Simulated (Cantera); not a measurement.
Charge: 1 mol Si, 1.8 mol Cl2, 12 mol H2, equilibrated at 100 Torr.

Method: chemical equilibrium by Gibbs-energy minimisation in Cantera with the NASA 1993 tables (ideal gas, pure condensed phases). Candidate condensed phases: Si; 19 gas species. The tables' values for SiCl3 are old estimates; treat these amounts as uncertain. Equilibrium is a limit: real reactors are often held back by kinetics, nucleation or transport. All values below are at 1023 K.

Base state: H2 0.910, SiCl4 0.0486, SiHCl3 0.0194, HCl 0.0193, SiCl3 0.00129, SiH2Cl2 0.000857, SiCl2 0.000727 (mole fractions); condensed: Si(s).

Problem. What changes in the equilibrium state with this change: Cl2 from 1.8 to 0.71 mol?

Solution. 
```tsv
species	before	after
H2	0.910	0.957
SiCl4	0.0486	0.0171
HCl	0.0193	0.0152
SiHCl3	0.0194	0.00910
SiCl3	0.00129	0.000592
SiCl2	0.000727	0.000432
SiH2Cl2	0.000857	0.000535
Si(s), mol	0.0852	0.656
```

Problem. What changes in the equilibrium state with this change: pressure from 100 Torr to 750 Torr?

Solution. 
```csv
species,before,after
H2,0.910,0.913
SiCl4,0.0486,0.0434
SiHCl3,0.0194,0.0295
HCl,0.0193,0.0113
SiH3Cl,9.76e-6,4.32e-5
SiCl2,0.000727,0.000251
SiH2Cl2,0.000857,0.00222
"Si(s), mol",0.0852,0.0231
```
